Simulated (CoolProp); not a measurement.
Aqueous potassium carbonate as a coolant, at 5 °C, 1 atm.

Model: Melinder's fits for secondary coolants, in CoolProp.

```csv
mass %,freezing point (°C),Prandtl number,conductivity (W/(m K)),viscosity (mPa s),density (kg/m³)
2.2,-0.7,11.2,…,…,1021
5.3,-1.8,11.4,…,1.67,1050
8.4,-3.0,11.8,0.565,1.78,1080
11.5,-4.3,12.3,0.562,1.91,1110
14.6,-5.7,12.9,0.559,2.07,1141
17.8,-7.4,…,0.556,2.27,1173
20.9,-9.4,14.7,…,2.51,…
24,…,16.0,0.550,2.81,…
27.1,-15.0,17.7,0.547,3.20,1273
30.3,-19.0,20.1,0.544,3.73,1309
33.4,-23.8,23.1,0.541,4.41,1345
```

Q: What belongs in the gaps?

A: 
- 2.2, conductivity (W/(m K)): 0.570
- 2.2, viscosity (mPa s): 1.58
- 5.3, conductivity (W/(m K)): 0.568
- 17.8, Prandtl number: 13.7
- 20.9, conductivity (W/(m K)): 0.553
- 20.9, density (kg/m³): 1206
- 24, freezing point (°C): -11.9
- 24, density (kg/m³): 1239
